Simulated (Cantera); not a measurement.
A perfectly stirred reactor is fed with CH4 : O2 : N2 = 1 : 1.43 : 5.37 (molar parts), equivalence ratio 1.4, at 5480 Torr; it is adiabatic with a 400 K inlet, and is followed from long to short residence time, starting on the burning branch (τ in s: 0.3, 0.12, 0.046, 0.018, 0.007, 0.0028, 0.0011, 0.00043, 0.00017, 6.6e-05, 2.6e-05, 1e-05).

Computed with Cantera and GRI-Mech 3.0 (53 species, 325 reactions).

Predict: blow-out, bracketed by the residence times tried; x(CH4) at τ = 0.300 s; x(O2) at τ = 0.300 s; x(CH2CO) at τ = 0.300 s; x(C2H6) at τ = 0.300 s; x(CH2O) at τ = 0.300 s; x(CH4) at τ = 1.10 ms; x(O2) at τ = 1.10 ms; x(CH2CO) at τ = 1.10 ms; x(C2H6) at τ = 1.10 ms; x(CH2O) at τ = 1.10 ms.


```
Item                                                                             Value
------------------------------------------------  ------------------------------------
blow-out, bracketed by the residence times tried  burning at 0.430 ms, out at 0.170 ms
x(CH4) at τ = 0.300 s                                                         0.000176
x(O2) at τ = 0.300 s                                                           2.07e-5
x(CH2CO) at τ = 0.300 s                                                        1.29e-7
x(C2H6) at τ = 0.300 s                                                         7.00e-9
x(CH2O) at τ = 0.300 s                                                         5.47e-7
x(CH4) at τ = 1.10 ms                                                          0.00494
x(O2) at τ = 1.10 ms                                                           0.00339
x(CH2CO) at τ = 1.10 ms                                                        4.30e-5
x(C2H6) at τ = 1.10 ms                                                         1.54e-5
x(CH2O) at τ = 1.10 ms                                                         4.70e-5
```
